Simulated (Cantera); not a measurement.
Input: 1 mol Al(CH3)3, 2.7 mol N2O, 630 mol N2, held at 400 °C and 0.0133 bar.

Equilibrium computed with Cantera from the NASA thermochemical tables; the gas is ideal and each condensed phase is pure. Candidate condensed phases: Al, AlN, Al2O3, C, C6H6, C7H8, C8H18, H2O; 148 gas species. The feed counts by its element totals alone. Rates play no part.

Base state: N2 0.991, H2 0.00691, CO 0.00123, CO2 0.000265, H2O 0.000122 (mole fractions); condensed: Al2O3(s) + C(graphite).

### Question
What changes in the equilibrium state with this change: temperature from 400 °C to 800 °C?

### Answer
```tsv
species	before	after
N2	0.991	0.991
H2	0.00691	0.00705
CO	0.00123	0.00188
CO2	0.000265	6.62e-9
H2O	0.000122	2.29e-8
Al2O3(s), mol	0.500	0.500
C(graphite), mol	2.04	1.80
```

### Question
What changes in the equilibrium state with this change: N2O from 2.7 to 33 mol?

### Answer
| species | before | after |
|---|---|---|
| N2 | 0.991 | 0.974 |
| O2 | <1e-9 | 0.0154 |
| H2O | 0.000122 | 0.00661 |
| H2 | 0.00691 | <1e-9 |
| CO | 0.00123 | <1e-9 |
| CO2 | 0.000265 | 0.00441 |
| Al2O3(s), mol | 0.500 | 0.500 |
| C(graphite), mol | 2.04 | 0 |
